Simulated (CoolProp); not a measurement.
A single-stage vapour-compression cycle with R236FA: evaporating at 275.15 K (dew point), condensing at 296.15 K (bubble point), superheat 0 K, subcooling 0 K, compressor efficiency 0.85, no pressure losses. Each further row changes one setting.

The numbers come from the reference Helmholtz-energy equation of state, Pan 2012 in CoolProp.

| case | cooling COP | pressure ratio | discharge temperature (K) | refrigerating effect (kJ/kg) | volumetric capacity (kJ/m³) |
|---|---|---|---|---|---|
| as stated | 10.0 | 2.17 | 296.1 | 132 | 1080 |
| evaporating temperature 280.15 K | 13.7 | 1.78 | 296.1 | 136 | 1340 |
| condensing temperature 291.15 K | 13.5 | 1.83 | 291.1 | 138 | 1130 |
| subcooling 5 K | 10.5 | 2.17 | 296.1 | 138 | 1130 |
| superheat 10 K | 10.2 | 2.17 | 304.8 | 140 | 1100 |
| compressor efficiency 0.75 | 8.86 | 2.17 | 296.8 | 132 | 1080 |

The compression ends wet for: as stated; evaporating temperature 280.15 K; condensing temperature 291.15 K; subcooling 5 K.
